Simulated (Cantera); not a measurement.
A perfectly stirred reactor is fed with N₂O = 1 (molar parts), at 0.0750 bar; it is held at 1600 K, and followed from long to short residence time.

Detailed kinetics in Cantera: GRI-Mech 3.0 (53 species, 325 reactions). GRI-Mech 3.0 was tuned for natural gas; its chemistry of N2O as a main component is partial and can be far from experiment. The temperature is held fixed by assumption; the heat of reaction is taken as removed at once.

Task: Predict: x(N₂O) at τ = 0.560 s; x(NO) at τ = 0.560 s; x(NO₂) at τ = 0.560 s; x(O) at τ = 0.560 s; x(O₂) at τ = 0.560 s; x(N₂O) at τ = 8.10 ms; x(NO) at τ = 8.10 ms; x(NO₂) at τ = 8.10 ms; x(O) at τ = 8.10 ms; x(O₂) at τ = 8.10 ms.

Result: 
```
Quantity                 Result
---------------------  --------
x(N₂O) at τ = 0.560 s    0.0868
x(NO) at τ = 0.560 s      0.173
x(NO₂) at τ = 0.560 s   9.86e-5
x(O) at τ = 0.560 s    0.000159
x(O₂) at τ = 0.560 s      0.218
x(N₂O) at τ = 8.10 ms     0.863
x(NO) at τ = 8.10 ms     0.0273
x(NO₂) at τ = 8.10 ms   9.17e-6
x(O) at τ = 8.10 ms    0.000174
x(O₂) at τ = 8.10 ms     0.0320
```
